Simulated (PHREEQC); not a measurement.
1.2 g of hydrous ferric oxide (600 m²/g; 0.2 weak and 0.005 strong sites per Fe, Dzombak-Morel constants, diffuse double layer) in 1 kg of water with 0.005 mol/kgw of an inert sodium salt and 0.0021 mol/kgw CaCl2 and 9.9e-05 mol/kgw CuCl2, at 25 °C; the pH is set by adding NaOH or the inert anion's acid. Oxygen alone is held at its pressure in air (log pO2 = -0.68). No CO2 enters from the air. No solid was allowed to form.

Model: ion-association model, wateq4f.dat, run in PHREEQC.

| pH | Ca sorbed (%) | Cu sorbed (%) | surface charge σ (C/m²) | surface potential ψ (mV) |
|---|---|---|---|---|
| 4 | 0.0 | 10.3 | 0.227 | 182 |
| 4.5 | 0.0 | 38.8 | 0.170 | 168 |
| 5 | 0.0 | 75.5 | 0.122 | 152 |
| 5.5 | 0.0 | 95.0 | 0.084 | 133 |
| 6 | 0.0 | 99.3 | 0.055 | (withheld) |
| 6.5 | 0.1 | 99.9 | 0.034 | 89 |
| 7 | 0.5 | 100.0 | 0.020 | 64 |
| 7.5 | 2.5 | 100.0 | 0.011 | 40 |
| 8 | 9.3 | 99.9 | 0.005 | 20 |
| 8.5 | 24.5 | 99.9 | 0.002 | 9 |
| 9 | 40.9 | 99.4 | 0.001 | 3 |
| 9.5 | 52.0 | (withheld) | 0.000 | -1 |
| 10 | 58.0 | 82.0 | -0.001 | -3 |
| 10.5 | 61.7 | 46.1 | -0.001 | (withheld) |
| 11 | 63.8 | 15.9 | -0.002 | -6 |
| 11.5 | 64.8 | 3.2 | -0.002 | -8 |
| 12 | 65.0 | 0.4 | -0.003 | -10 |

Question: Complete the blanks.

Answer: 
- 6, surface potential ψ (mV): 112
- 9.5, Cu sorbed (%): 96.6
- 10.5, surface potential ψ (mV): -5

Along this series the solution becomes supersaturated in solids that the run did not let form, among them Cu(OH)2. Complexes and solids missing from the database can't appear. The database's constant for dissolved Cu(OH)2 is higher than later reviews accept.
